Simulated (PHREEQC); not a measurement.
TMAH is added in steps, without added water, to 1 kg of water holding 0.0022 mol/kgw CuSO4, 0.0002 mol/kgw H2SO4 and 0.048 mol/kgw Na2SO4, at 20 °C. Oxygen alone is held at its pressure in air (log pO2 = -0.68). CO2 from the air is kept out. Only these solids could form: Tenorite, Brochantite, Antlerite, Mirabilite, Chalcanthite.

Base run: PHREEQC, ion-association model, wateq4f.dat. Each further column changes one thing. The table gives pH.

```tsv
TMAH added (mol)	base	Davies equation for every ion	all activity coefficients set to 1	Debye-Hückel limiting law
0	3.86	3.87	4.00	___
0.0003938	5.08	5.09	5.10	5.25
0.0009844	5.16	5.17	5.18	___
0.001378	5.22	5.23	5.24	5.38
0.001969	5.33	5.35	5.36	5.45
0.002363	5.44	5.46	5.47	___
0.002953	5.56	5.57	5.71	5.69
0.003347	5.78	5.79	5.83	5.91
0.003938	7.03	7.04	7.23	6.90
0.004331	7.03	7.04	7.23	6.90
0.004922	10.12	10.14	10.26	___
0.005316	10.75	10.77	10.88	___
0.005906	11.08	11.10	11.21	11.02
0.0063	11.21	11.23	11.35	11.15
```

Problem. Fill in the missing entries.

Solution. 
- 0, Debye-Hückel limiting law: 3.82
- 0.0009844, Debye-Hückel limiting law: 5.32
- 0.002363, Debye-Hückel limiting law: 5.52
- 0.004922, Debye-Hückel limiting law: 10.06
- 0.005316, Debye-Hückel limiting law: 10.69

(CH3)4N+ isn't in the database: it is added as a free cation with an ion size of 4 Å. The database's constant for dissolved Cu(OH)2 is higher than later reviews accept.
